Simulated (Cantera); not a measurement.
A closed system holds: 1 mol borazine, 4.8 mol H2O, at 923.15 K and 14.0 Pa.

These are equilibrium values from Cantera (NASA tables, ideal gas, pure condensed phases), not measurements of a reactor. Candidate condensed phases: B, BN, B2O3, B3O3H3, H2O; 39 gas species. The feed counts by its element totals alone. The numbers say what is thermodynamically allowed, not how fast it happens.

Task: What is the equilibrium state?

Result: 
| Quantity | Result |
|---|---|
| x(H2) | 0.806 |
| x(N2) | 0.161 |
| x(H2O) | 0.0322 |
| x(HBO2) | 6.90e-5 |
| x((HBO2)3) | 2.88e-6 |
| n(B2O3(l)) | 1.50 mol |
| gas amount | 9.300 mol |
| log10 activity of B(s) (absent) | -10.49 |
| log10 activity of B3O3H3(s) (absent) | -22.24 |
